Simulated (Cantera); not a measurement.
An adiabatic, constant-volume homogeneous reactor starts with CO : H₂ : O₂ : N₂ = 1 : 0.34 : 0.744 : 5.29 (molar parts), equivalence ratio 0.90, at 1675 K and 4.64 atm. Integrator tolerance rtol = 1e-08.

Cantera simulation using GRI-Mech 3.0 (53 species, 325 reactions); the numbers are that mechanism's predictions, not measurements. The hydrogen kinetics of GRI-Mech 3.0 are dated; newer H2 mechanisms differ, most at raised pressure.

Task: What does this change do: initial temperature 1675 to 1250 K?

Result: 
```csv
quantity,before,after
time of steepest temperature rise,4.40 µs,22.9 µs
temperature at 4.00 s,2823 K,2655 K
equilibrium temperature,2823 K,2655 K
x(CO) at 4.00 s,0.0418 (gas-phase equilibrium 0.0418),0.0243 (gas-phase equilibrium 0.0243)
x(H₂) at 4.00 s,0.00243 (gas-phase equilibrium 0.00243),0.00138 (gas-phase equilibrium 0.00138)
x(O₂) at 4.00 s,0.0233 (gas-phase equilibrium 0.0233),0.0177 (gas-phase equilibrium 0.0177)
x(NO) at 4.00 s,0.0125 (gas-phase equilibrium 0.0125),0.00857 (gas-phase equilibrium 0.00857)
x(HO₂) at 4.00 s,6.19e-6 (gas-phase equilibrium 6.19e-6),3.86e-6 (gas-phase equilibrium 3.86e-6)
```

Task: What does this change do: pressure from 4.64 atm to 2.86 atm?

Result: 
```csv
quantity,before,after
time of steepest temperature rise,4.40 µs,7.14 µs
temperature at 4.00 s,2823 K,2791 K
equilibrium temperature,2823 K,2791 K
x(CO) at 4.00 s,0.0418 (gas-phase equilibrium 0.0418),0.0443 (gas-phase equilibrium 0.0443)
x(H₂) at 4.00 s,0.00243 (gas-phase equilibrium 0.00243),0.00263 (gas-phase equilibrium 0.00263)
x(O₂) at 4.00 s,0.0233 (gas-phase equilibrium 0.0233),0.0245 (gas-phase equilibrium 0.0245)
x(NO) at 4.00 s,0.0125 (gas-phase equilibrium 0.0125),0.0122 (gas-phase equilibrium 0.0122)
x(HO₂) at 4.00 s,6.19e-6 (gas-phase equilibrium 6.19e-6),5.28e-6 (gas-phase equilibrium 5.28e-6)
```
